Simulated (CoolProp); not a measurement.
Saturation properties of C3F8 (R218) (Tc = 345.0 K, pc = 2640 kPa, ω = 0.317).

The numbers come from the reference Helmholtz-energy equation of state, Lemmon 2006 in CoolProp. It is a short technical equation, of lower accuracy than the large ones.

```
T (K)  p (kPa)  vapour density (kg/m³)  liquid viscosity (µPa s)
-----  -------  ----------------------  ------------------------
164.4   0.6534                 0.09002                      2130
175      1.884                       …                      1560
185.5    4.672                       …                      1190
196.1    10.40                   1.213                       929
206.7    20.99                   2.340                       745
217.3    39.08                   4.184                       608
227.9    67.95                   7.028                       503
238.5        …                   11.21                       421
249.1    174.2                       …                       355
259.7    261.1                   25.28                       301
270.3    377.4                   36.28                         …
280.9    529.1                       …                       218
291.4    720.1                       …                       186
302      961.0                   96.04                       157
```

Problem. What belongs in the gaps?

Solution. 
- 175, vapour density (kg/m³): 0.2443
- 185.5, vapour density (kg/m³): 0.5733
- 238.5, p (kPa): 111.5
- 249.1, vapour density (kg/m³): 17.13
- 270.3, liquid viscosity (µPa s): 256
- 280.9, vapour density (kg/m³): 50.92
- 291.4, vapour density (kg/m³): 70.14

It boils at 236.4 K under 1 atm.

Viscosity comes from a separate model (Huber 2003), an estimate that may be off by 10 % or more.
